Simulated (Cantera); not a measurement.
# Premixed flame

A freely propagating, adiabatic, planar premixed flame of 23.0 % H2, 16.2 % O2, 60.9 % N2, equivalence ratio 0.71, unburnt at 373 K and 1.00 bar; multicomponent+Soret transport, grid criteria slope 0.08 and curve 0.16, no radiation.

Computed with Cantera and the H2/O2 subset of GRI-Mech 3.0, which has no nitrogen chemistry. Burning velocities carry a grid error of a few per cent, more on coarse grids.

```
z (mm)   T (K)  u (m/s)     x H2    x O2    x H2O     x HO2   x H2O2      x OH
-------  -----  -------  -------  ------  -------  --------  -------  --------
-1.07      373     1.72    0.230   0.162    <1e-8     <1e-8    <1e-8     <1e-8
-0.711     373     1.72    0.229   0.162  2.15e-7     <1e-8    <1e-8     <1e-8
-0.534     373     1.71    0.228   0.162  3.48e-6   1.07e-7  2.27e-8     <1e-8
-0.356     374     1.71    0.221   0.164  5.17e-5   1.90e-6  4.07e-7     <1e-8
-0.178     426     1.86    0.180   0.171  0.00379  0.000193  3.37e-5   2.05e-5
-0.0889    715     3.03    0.138   0.162   0.0349  0.000308  6.89e-5  0.000726
0         1115     4.66   0.0840   0.130    0.103  0.000131  1.58e-5   0.00199
0.0889    1398     5.82   0.0387  0.0905    0.169   7.11e-5  5.22e-6   0.00558
0.178     1559     6.49   0.0201  0.0710    0.201   4.64e-5  2.84e-6   0.00860
0.356     1720     7.12   0.0128  0.0622    0.218   2.99e-5  1.35e-6    0.0107
0.711     1856     7.63  0.00882  0.0590    0.229   1.82e-5  6.89e-7    0.0106
1.42      1954     7.99  0.00490  0.0574    0.239   9.64e-6  3.93e-7   0.00879
2.85      2010     8.19  0.00218  0.0571    0.245   4.69e-6  2.37e-7   0.00624
```
x: mole fraction of selected species; z is measured from the peak of heat release.

- laminar burning velocity: 172 cm/s
- thermal thickness: 0.356 mm
- peak x(HO2): 0.000409
- peak x(H2O2): 7.55e-5
- peak x(OH): 0.0109
- grid points: 109
